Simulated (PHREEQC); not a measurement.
Make-up at 25 °C: 0.015 mol KOH and 0.0032 mol CO2 per kg of water. Closed to the air; pH follows from the charge balance.

The numbers come from PHREEQC with the Pitzer model, pitzer.dat.

**Question.** The ionic strength comes out as 0.0181 mol/kgw. What activity coefficients do OH-, K+, HCO3-, CO3-2 get?

**Answer.** OH- 0.88, K+ 0.87, HCO3- 0.87, CO3-2 0.59. Single-ion values are on the MacInnes scale.

This is a speciation only: nothing precipitates in the calculation. Complexes and solids missing from the database can't appear.
